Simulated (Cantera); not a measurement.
**NO annealing gas**

A perfectly stirred reactor is fed with 97.8 % NO, 2.17 % N₂, at 0.0365 atm; it is held at 1675 K, and followed from long to short residence time.

Computed with Cantera and GRI-Mech 3.0 (53 species, 325 reactions). Radical loss at walls, strong at low pressure, is not modelled.

```json
[
 {"τ (s)": "12", "x NO": "0.920", "x N₂O": "0.000278", "x O": "3.93e-5", "x NO₂": "0.000211", "x O₂": "0.0286", "x N₂": "0.0504"},
 {"τ (s)": "4.5", "x NO": "0.956", "x N₂O": "0.000302", "x O": "3.04e-5", "x NO₂": "0.000149", "x O₂": "0.0111", "x N₂": "0.0328"},
 {"τ (s)": "1.7", "x NO": "0.970", "x N₂O": "0.000301", "x O": "2.56e-5", "x NO₂": "0.000113", "x O₂": "0.00415", "x N₂": "0.0258"},
 {"τ (s)": "0.62", "x NO": "0.975", "x N₂O": "0.000272", "x O": "2.27e-5", "x NO₂": "9.40e-5", "x O₂": "0.00141", "x N₂": "0.0231"},
 {"τ (s)": "0.23", "x NO": "0.977", "x N₂O": "0.000210", "x O": "2.03e-5", "x NO₂": "7.99e-5", "x O₂": "0.000441", "x N₂": "0.0221"},
 {"τ (s)": "0.085", "x NO": "0.978", "x N₂O": "0.000129", "x O": "1.74e-5", "x NO₂": "6.25e-5", "x O₂": "0.000115", "x N₂": "0.0218"},
 {"τ (s)": "0.032", "x NO": "0.978", "x N₂O": "6.39e-5", "x O": "1.40e-5", "x NO₂": "3.93e-5", "x O₂": "2.36e-5", "x N₂": "0.0218"},
 {"τ (s)": "0.012", "x NO": "0.978", "x N₂O": "2.72e-5", "x O": "1.00e-5", "x NO₂": "1.71e-5", "x O₂": "3.34e-6", "x N₂": "0.0217"},
 {"τ (s)": "0.0044", "x NO": "0.978", "x N₂O": "1.05e-5", "x O": "6.03e-6", "x NO₂": "4.81e-6", "x O₂": "3.70e-7", "x N₂": "0.0217"}
]
```
x: mole fraction; the columns are a selection and need not sum to one.
